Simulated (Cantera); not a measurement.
## Fluorocarbon and chlorocarbon gases: CF₄

Input: 1 mol CF₄, equilibrated at 750 Torr.

Method: chemical equilibrium by Gibbs-energy minimisation in Cantera with the NASA 1993 tables (ideal gas, pure condensed phases). Candidate condensed phases: C; 13 gas species. The tables' values for C₂F₄ are old estimates; treat these amounts as uncertain. Gases not in the tables: C₂F₆ and larger saturated fluorocarbons. Rates play no part.

```tsv
T (K)	x CF₄	x F	x CF₂	x CF₃	x CF	x C
2000	0.994	0.00340	0.00122	0.000958	1.91e-7	<1e-12
2100	0.987	0.00794	0.00301	0.00192	9.00e-7	3.62e-12
2200	0.972	0.0171	0.00677	0.00359	3.66e-6	2.88e-11
2300	0.945	0.0345	0.0141	0.00628	1.31e-5	1.91e-10
2400	0.898	0.0649	0.0272	0.0103	4.22e-5	1.09e-9
2500	0.820	0.114	0.0492	0.0157	0.000123	5.49e-9
2600	0.706	0.189	0.0829	0.0223	0.000332	2.50e-8
2700	0.551	0.290	0.130	0.0285	0.000829	1.05e-7
2800	0.372	0.409	0.185	0.0322	0.00194	4.22e-7
2900	0.205	0.521	0.239	0.0308	0.00425	1.65e-6
3000	0.0900	0.601	0.275	0.0248	0.00875	6.38e-6
3100	0.0336	0.644	0.288	0.0173	0.0168	2.35e-5
3200	0.0118	0.665	0.281	0.0112	0.0301	7.99e-5
```
x: gas mole fraction; nothing condenses.

From 2000 K to 3200 K nothing is condensed. The main C-bearing gas is CF₄ at 2000 K and CF₂ at 3200 K.
